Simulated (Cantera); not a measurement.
Charge: 1 mol SiH₄, 0.48 mol N₂, held at 1.00 bar.

Equilibrium computed with Cantera from the NASA thermochemical tables; the gas is ideal and each condensed phase is pure. Candidate condensed phases: Si, Si₃N₄; 18 gas species. N₂ is the only nitrogen source here; it is nearly inert below about 1500 K, so the nitride shown seldom forms there in practice. Mutual solubility and eutectic melting of coexisting phases are not modelled. Gases not in the tables: Si₂H₆ and higher silanes. The numbers say what is thermodynamically allowed, not how fast it happens.

Q: Which condensed phases are stable at each of these points (T (K)): 1475, 1550, 1625, 1700, 1775, 1850, 1925, 2000?

A: 
| T (K) | condensed phases | Si condensed (%) |
|---|---|---|
| 1475 | Si(s) + Si₃N₄(s) | 100.0 |
| 1550 | Si(s) + Si₃N₄(s) | 100.0 |
| 1625 | Si(s) + Si₃N₄(s) | 100.0 |
| 1700 | Si(l) + Si₃N₄(s) | 100.0 |
| 1775 | Si(l) + Si₃N₄(s) | 100.0 |
| 1850 | Si(l) + Si₃N₄(s) | 100.0 |
| 1925 | Si(l) + Si₃N₄(s) | 100.0 |
| 2000 | Si(l) + Si₃N₄(s) | 100.0 |

From 1475 K to 1625 K the condensed part is Si(s) + Si₃N₄(s). From 1700 K to 2000 K the condensed part is Si(l) + Si₃N₄(s).
